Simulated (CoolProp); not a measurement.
Vapour-liquid equilibrium of propane (1) + R236EA (2) at 1330 kPa; x and y are mole fractions of (1).

The numbers come from the multi-fluid Helmholtz-energy mixture model, Lemmon 2009 and Rui 2013; pair parameters Bell 2016 in CoolProp.

### Question
Give the bubble temperature and the first vapour's composition at x = 0.275, 0.725, 0.8. Is there an azeotrope?

### Answer
x = 0.275: 328.8 K, y = 0.622; x = 0.725: 314.4 K, y = 0.829; x = 0.8: 313.3 K, y = 0.861. No azeotrope shows between x = 0.05 and 0.95.

Pair parameters are fitted to limited data, so mixtures are less certain than the pure fluids. With so large a gap from Raoult's law the liquid may split in two, which this calculation doesn't test in full.
